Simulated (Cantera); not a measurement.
## Equilibrium for abatement and gas-phase synthesis: S + O2

Input: 1 mol S, 2.5 mol O2, equilibrated at 2150 K and 22.0 mbar.

Equilibrium computed with Cantera from the NASA thermochemical tables; the gas is ideal and each condensed phase is pure. Candidate condensed phases: S; 10 gas species. The numbers say what is thermodynamically allowed, not how fast it happens.

```
Item                                Result
-------------------------------  ---------
x(O2)                                0.592
x(SO2)                               0.396
x(O)                                0.0101
x(SO)                              0.00182
x(SO3)                            0.000172
x(S)                               2.54e-6
gas amount                       2.515 mol
log10 activity of S(l) (absent)      -6.80
```
